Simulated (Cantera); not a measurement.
A perfectly stirred reactor is fed with CH4 : O2 : N2 = 1 : 2.6 : 7.83 (molar parts), equivalence ratio 0.77, at 3750 Torr; it is adiabatic with a 700 K inlet, and is followed from long to short residence time, starting on the burning branch (τ in s: 0.025, 0.012, 0.0058, 0.0028, 0.0014, 0.00068, 0.00033, 0.00016, 7.8e-05, 3.8e-05, 1.9e-05, 9.1e-06).

Cantera simulation using GRI-Mech 3.0 (53 species, 325 reactions); the numbers are that mechanism's predictions, not measurements.

Task: Predict: blow-out, bracketed by the residence times tried; x(CH4) at τ = 25.0 ms; x(O2) at τ = 25.0 ms; x(CH3) at τ = 25.0 ms; x(NO) at τ = 25.0 ms; x(CH4) at τ = 0.330 ms; x(O2) at τ = 0.330 ms; x(CH3) at τ = 0.330 ms; x(NO) at τ = 0.330 ms.

Result: 
| Property | Value |
|---|---|
| blow-out, bracketed by the residence times tried | burning at 9.10 µs, the shortest tried |
| x(CH4) at τ = 25.0 ms | 1.35e-6 |
| x(O2) at τ = 25.0 ms | 0.0499 |
| x(CH3) at τ = 25.0 ms | 6.77e-7 |
| x(NO) at τ = 25.0 ms | 0.00581 |
| x(CH4) at τ = 0.330 ms | 6.92e-5 |
| x(O2) at τ = 0.330 ms | 0.0547 |
| x(CH3) at τ = 0.330 ms | 3.24e-5 |
| x(NO) at τ = 0.330 ms | 0.000364 |
